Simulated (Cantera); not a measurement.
# Adiabatic ignition

An adiabatic, constant-pressure homogeneous reactor starts with 24.9 % H2, 15.8 % O2, 59.3 % N2, equivalence ratio 0.79, at 1600 K and 195 Torr.

Model: GRI-Mech 3.0 (53 species, 325 reactions), integrated in Cantera.

```tsv
t (s)	T (K)	x H2	x O2	x H2O	x HO2	x NO	x NO2
6.00e-6	1600	0.249	0.158	2.40e-6	1.19e-6	<1e-12	<1e-12
1.79e-5	1600	0.249	0.158	0.000283	4.16e-6	1.73e-12	<1e-12
5.35e-5	1729	0.0427	0.0568	0.148	7.25e-6	4.07e-6	1.21e-10
0.000160	1988	0.0443	0.0517	0.161	4.85e-6	3.04e-5	8.99e-10
0.000476	2329	0.0416	0.0461	0.182	3.39e-6	0.000138	6.56e-9
0.00142	2648	0.0336	0.0409	0.206	5.78e-6	0.00128	1.68e-7
0.00424	2703	0.0317	0.0382	0.212	6.73e-6	0.00605	9.58e-7
0.0127	2699	0.0320	0.0363	0.212	6.43e-6	0.0112	1.74e-6
0.0378	2699	0.0321	0.0360	0.213	6.40e-6	0.0119	1.84e-6
0.113	2699	0.0321	0.0360	0.213	6.40e-6	0.0119	1.84e-6
0.337	2699	0.0321	0.0360	0.213	6.40e-6	0.0119	1.84e-6
1.01	2699	0.0321	0.0360	0.213	6.40e-6	0.0119	1.84e-6
3.00	2699	0.0321	0.0360	0.213	6.40e-6	0.0119	1.84e-6
```
x: mole fraction; the columns are a selection and need not sum to one.

| Item | Value |
|---|---|
| time of steepest temperature rise | 35.9 µs |
| temperature at 3.00 s | 2699 K |
| equilibrium temperature | 2699 K |
| x(H2) at 3.00 s | 0.0321 (gas-phase equilibrium 0.0321) |
| x(O2) at 3.00 s | 0.0360 (gas-phase equilibrium 0.0360) |
| x(H2O) at 3.00 s | 0.213 (gas-phase equilibrium 0.213) |
